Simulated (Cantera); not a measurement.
An isothermal, constant-pressure homogeneous reactor starts with CH4 : N2 : H2O = 1 : 29 : 0.14 (molar parts), at 1475 K and 1.00 atm.

Computed with Cantera and GRI-Mech 3.0 (53 species, 325 reactions). GRI-Mech 3.0 stops at C3 and has no aromatics, soot or wall deposition, so with more carbon than oxygen in the feed, carbon stays in small species such as C2H2 where larger ones or solid carbon would form.

x: mole fraction; the columns are a selection and need not sum to one.

```
t (s)      x CH4     x HCN      x H    x CH3     x C2H     x CH2
--------  ------  --------  -------  -------  --------  --------
0.000100  0.0332    <1e-12  9.17e-9  1.11e-6    <1e-12  1.81e-12
0.000280  0.0332    <1e-12  9.26e-9  3.11e-6    <1e-12  1.24e-11
0.000786  0.0332    <1e-12  9.89e-9  8.16e-6    <1e-12  8.12e-11
0.00220   0.0332    <1e-12  1.24e-8  1.67e-5    <1e-12  3.33e-10
0.00618   0.0331    <1e-12  1.89e-8  2.65e-5    <1e-12  8.27e-10
0.0173    0.0329  3.13e-12  4.33e-8  4.14e-5    <1e-12   1.99e-9
0.0486    0.0320  3.31e-11  1.42e-7  5.44e-5  1.63e-11   3.48e-9
0.136     0.0297  2.67e-10  3.81e-7  4.68e-5  1.37e-10   2.82e-9
0.382     0.0254       ___  7.40e-7  3.37e-5  3.67e-10   1.77e-9
1.07      0.0188       ___  1.23e-6  2.23e-5  6.43e-10   1.09e-9
3.00      0.0109       ___  1.84e-6  1.25e-5  9.62e-10  6.22e-10
```

Q: What belongs in the gaps?

A: 
- 0.382, x HCN: 1.14e-9
- 1.07, x HCN: 3.63e-9
- 3.00, x HCN: 9.31e-9
